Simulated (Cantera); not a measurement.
An adiabatic, constant-pressure homogeneous reactor starts with CO : H2 : O2 : N2 : H2O = 1 : 0.096 : 0.343 : 1.29 : 0.55 (molar parts), equivalence ratio 1.6, at 1525 K and 1.01 bar. Integrator tolerance rtol = 1e-08.

Model: GRI-Mech 3.0 (53 species, 325 reactions), integrated in Cantera.

Q: What does this change do: initial temperature 1525 to 1475 K?

A: 
```
quantity                                                            before                                    after
---------------------------------  ---------------------------------------  ---------------------------------------
time of steepest temperature rise                                  37.2 µs                                  42.9 µs
temperature at 6.00 s                                               2651 K                                   2634 K
equilibrium temperature                                             2651 K                                   2634 K
x(CO) at 6.00 s                        0.146 (gas-phase equilibrium 0.146)      0.143 (gas-phase equilibrium 0.143)
x(H2) at 6.00 s                      0.0216 (gas-phase equilibrium 0.0216)    0.0213 (gas-phase equilibrium 0.0213)
x(O2) at 6.00 s                    0.00997 (gas-phase equilibrium 0.00997)  0.00902 (gas-phase equilibrium 0.00902)
x(N2O) at 6.00 s                   1.96e-7 (gas-phase equilibrium 1.96e-7)  1.81e-7 (gas-phase equilibrium 1.81e-7)
x(NO) at 6.00 s                    0.00475 (gas-phase equilibrium 0.00475)  0.00440 (gas-phase equilibrium 0.00440)
x(H2O) at 6.00 s                       0.182 (gas-phase equilibrium 0.182)      0.184 (gas-phase equilibrium 0.184)
x(OH) at 6.00 s                      0.0142 (gas-phase equilibrium 0.0142)    0.0133 (gas-phase equilibrium 0.0133)
```

Q: What does this change do: initial temperature 1525 to 1550 K?

A: 
```json
[
 {"quantity": "time of steepest temperature rise", "before": "37.2 µs", "after": "34.7 µs"},
 {"quantity": "temperature at 6.00 s", "before": "2651 K", "after": "2659 K"},
 {"quantity": "equilibrium temperature", "before": "2651 K", "after": "2659 K"},
 {"quantity": "x(CO) at 6.00 s", "before": "0.146 (gas-phase equilibrium 0.146)", "after": "0.147 (gas-phase equilibrium 0.147)"},
 {"quantity": "x(H2) at 6.00 s", "before": "0.0216 (gas-phase equilibrium 0.0216)", "after": "0.0218 (gas-phase equilibrium 0.0218)"},
 {"quantity": "x(O2) at 6.00 s", "before": "0.00997 (gas-phase equilibrium 0.00997)", "after": "0.0105 (gas-phase equilibrium 0.0105)"},
 {"quantity": "x(N2O) at 6.00 s", "before": "1.96e-7 (gas-phase equilibrium 1.96e-7)", "after": "2.03e-7 (gas-phase equilibrium 2.03e-7)"},
 {"quantity": "x(NO) at 6.00 s", "before": "0.00475 (gas-phase equilibrium 0.00475)", "after": "0.00492 (gas-phase equilibrium 0.00492)"},
 {"quantity": "x(H2O) at 6.00 s", "before": "0.182 (gas-phase equilibrium 0.182)", "after": "0.181 (gas-phase equilibrium 0.181)"},
 {"quantity": "x(OH) at 6.00 s", "before": "0.0142 (gas-phase equilibrium 0.0142)", "after": "0.0147 (gas-phase equilibrium 0.0147)"}
]
```
